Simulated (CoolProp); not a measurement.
Normal hydrogen at 293.15 K and 3.79 MPa flows at 1.2 m/s in a round tube of 100 mm bore and 1.5 µm roughness, fully developed (64/Re and Nu = 3.66 if laminar; Colebrook and Gnielinski if turbulent). Each further row changes one setting.

Computed with CoolProp (reference Helmholtz-energy equation of state, Leachman 2009).

```
case              Reynolds number  Darcy friction factor  pressure drop (Pa/m)  heat-transfer coefficient (W/(m² K))  mass flow (kg/h)
----------------  ---------------  ---------------------  --------------------  ------------------------------------  ----------------
as stated                   41700                 0.0218                 0.481                                   166               104
velocity 2.4 m/s            83300                 0.0188                  1.66                                   286               208
diameter 200 mm             83300                 0.0187                 0.207                                   142               416
```

Viscosity comes from a separate model (Muzny 2013). Thermal conductivity comes from a separate model (Assael 2011).
